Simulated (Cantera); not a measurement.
Feed: 1 mol SiF4, 0.76 mol C3H8, 1100 mol H2, at 677 °C and 15.0 mbar.

Method: chemical equilibrium by Gibbs-energy minimisation in Cantera with the NASA 1993 tables (ideal gas, pure condensed phases). Candidate condensed phases: C, C6H6, C7H8, C8H18, Si, SiC; 113 gas species. Equilibrium is a limit: real reactors are often held back by kinetics, nucleation or transport.

**Question.** What is the equilibrium state?

**Answer.** 
```
Item                                         Result
--------------------------------------  -----------
x(H2)                                         0.997
x(CH4)                                      0.00207
x(SiF4)                                    0.000881
x(HF)                                       3.52e-5
x(SiHF3)                                    2.27e-5
n(SiC(s))                               0.00312 mol
gas amount                                 1102 mol
log10 activity of C(graphite) (absent)        -0.08
log10 activity of Si(s) (absent)              -3.53
```
